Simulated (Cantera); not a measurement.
A diamond (100) surface in a fixed gas of H2 with x(CH4) = 0.0061, x(H) = 0.0069, x(CH3) = 0.0017, 45.8 Torr; coverages are run to steady state.

Cantera simulation using the Harris–Goodwin 1993 mechanism for the reconstructed diamond (100) surface; the numbers are that mechanism's predictions, not measurements.

One state of this run: growth (µm/h) = 23.0; θ c6HH = 0.337; θ c6H* = 0.0592; θ c6*H = 0.541; θ c6** = 0.0570; θ c6HM = 0.000750. θ: site fractions in the mechanism's names (c6HH fully hydrogenated, c6H* and c6*H radical sites, c6** diradical, c6HM methylated).

Question: Which value of T (K) does it belong to?
A. 1100
B. 950
C. 1325
D. 1400

Answer: D, 1400
